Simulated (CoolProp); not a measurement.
Vapour-liquid equilibrium of dimethyl ether (1) + R236FA (2) at 58.35 °C; x and y are mole fractions of (1).

Model: multi-fluid Helmholtz-energy mixture model, Wu 2011 and Pan 2012; pair parameters Bell 2016, in CoolProp.

Q: Give the bubble pressure and the first vapour's composition at x = 0.2, 0.5, 0.8. Is there an azeotrope?

A: x = 0.2: 7.525 bar, y = 0.229; x = 0.5: 8.728 bar, y = 0.613; x = 0.8: 11.49 bar, y = 0.902. No azeotrope shows between x = 0.05 and 0.95.

Pair parameters are fitted to limited data, so mixtures are less certain than the pure fluids.
